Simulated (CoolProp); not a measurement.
CF4 (R14) along the isobar 0.428 MPa: density (kg/m³) from the reference equation and from simpler models built on Tc = 227.4 K, pc = 3.762 MPa, ω = 0.178; each cubic takes its own stable root.

The numbers come from the reference Helmholtz-energy equation of state, Platzer 1990 in CoolProp. This equation is an older, rougher fit; its heat capacities, sound speeds and derivatives of the liquid may be far off and weren't checked against measurements.

| T (K) | phase | reference |
|---|---|---|
| 140.2 | liquid | 1630 |
| 147.6 | liquid | 1591 |
| 155 | liquid | 1550 |
| 162.4 | liquid | 1508 |
| 177.1 | gas | 28.06 |
| 184.5 | gas | 26.61 |
| 191.9 | gas | 25.33 |
| 199.3 | gas | 24.19 |
| 206.7 | gas | 23.16 |
| 214 | gas | 22.24 |
| 221.4 | gas | 21.39 |
| 228.8 | gas | 20.60 |
| 236.2 | gas | 19.88 |

Question: How far does each simpler model (van der Waals, Redlich-Kwong, Soave-Redlich-Kwong, Peng-Robinson) lie from the reference over these 13 states: mean and median of the absolute difference, and the worst?

Answer: 
- van der Waals: mean 26.1 %, median 1.6 %, worst -98.0 % at 162.4 K and 0.428 MPa
- Redlich-Kwong: mean 1.5 %, median 0.2 %, worst -5.4 % at 162.4 K and 0.428 MPa
- Soave-Redlich-Kwong: mean 0.7 %, median 0.1 %, worst -2.7 % at 162.4 K and 0.428 MPa
- Peng-Robinson: mean 3.6 %, median 0.6 %, worst +10.9 % at 140.2 K and 0.428 MPa

At some of these states van der Waals gives the other phase, because its saturation line lies elsewhere.
